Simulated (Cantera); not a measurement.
Input (Python, Cantera) and output of one run.

```python
import numpy as np
import cantera as ct

gas_names = """
    AL ALH ALN ALO ALOH ALO2 ALO2H AL2 AL2O AL2O2 H HALO HNO HNO2 HNO3 HO2 H2 H2O H2O2 N NH NH2 NH3
    NH2OH NO NO2 NO3 N2 N2H2 N2H4 N2O O OH O2 O3
""".split()
cond_names = """
    AL(cr) AL(L) ALN(s) AL2O3(a) AL2O3(L) H2O(s) H2O(L)
""".split()


# ... load() reads the species with a 1 bar reference pressure and builds the phases ...
atoms = {
    'AlN': {'AL': 1, 'N': 1},
    'O2': {'O': 2},
    'H2': {'H': 2},
    'H2O': {'H': 2, 'O': 1},
}
top_T = {'ALN(s)': 2750}  # K; cautious upper limits of use, not melting points


# ... equilibrate(T, P, feed) seeds the gas with the atoms and calls Mixture.equilibrate('TP', solver="vcs", rtol=1e-11, max_steps=5000) ...
results = []
feed = {'AlN': 1, 'O2': 9, 'H2': 15, 'H2O': 1.3}  # mol
P = 1000  # Pa
for T in [1725, 1750, 1775, 1800, 1825, 1850, 1875, 1900, 1925, 1950, 1975, 2000, 2025, 2050]:
    mix = equilibrate(T, P, feed)
    results.append((T, P, feed, dict(zip(mix.species_names, mix.species_moles))))

top = {s: max(r[3][s] / sum(r[3][g] for g in gas_names) for r in results) for s in gas_names}
cols = sorted((s for s in top if top[s] > 0.0001), key=lambda s: -top[s])[:8]
seen = [c for c in cond_names if any(r[3].get(c, 0) > 1e-12 for r in results)]
print("log10 of partial pressures in bar; condensed amounts in mol")
print(f"{'T/K':>10s}" + "".join(f"{s[:9]:>10s}" for s in cols + seen))
for T, P, feed, n in results:
    ng = sum(n[g] for g in gas_names)
    print(f"{T:10.4g}" + "".join(f"{np.log10(max(n[s] / ng * P / 1e5, 1e-99)):10.3f}" for s in cols)
          + "".join(f"{n.get(c, 0):10.4g}" for c in seen))
```

Output:

```
log10 of partial pressures in bar; condensed amounts in mol
       T/K       H2O        O2        N2        H2        OH         H         O        NO  AL2O3(a)
      1725    -2.034    -3.373    -3.548    -4.933    -4.558    -6.198    -5.923    -5.566       0.5
      1750    -2.034    -3.373    -3.548    -4.825    -4.487    -6.046    -5.812    -5.527       0.5
      1775    -2.035    -3.372    -3.549    -4.720    -4.419    -5.898    -5.705    -5.489       0.5
      1800    -2.035    -3.372    -3.549    -4.618    -4.353    -5.755    -5.601    -5.451       0.5
      1825    -2.036    -3.371    -3.550    -4.519    -4.288    -5.616    -5.499    -5.415       0.5
      1850    -2.037    -3.370    -3.550    -4.424    -4.225    -5.481    -5.400    -5.379       0.5
      1875    -2.038    -3.369    -3.551    -4.331    -4.164    -5.349    -5.303    -5.344       0.5
      1900    -2.039    -3.367    -3.552    -4.241    -4.104    -5.221    -5.209    -5.310       0.5
      1925    -2.041    -3.364    -3.552    -4.154    -4.046    -5.097    -5.116    -5.276       0.5
      1950    -2.042    -3.361    -3.553    -4.070    -3.990    -4.976    -5.026    -5.243       0.5
      1975    -2.044    -3.356    -3.554    -3.989    -3.935    -4.858    -4.937    -5.211       0.5
      2000    -2.047    -3.352    -3.555    -3.911    -3.881    -4.744    -4.850    -5.179       0.5
      2025    -2.049    -3.346    -3.557    -3.835    -3.828    -4.633    -4.765    -5.147       0.5
      2050    -2.052    -3.339    -3.558    -3.762    -3.777    -4.525    -4.681    -5.116       0.5
```

Cantera equilibrium calculation (NASA polynomials, part measured and part estimated; ideal gas, pure solids and liquids).
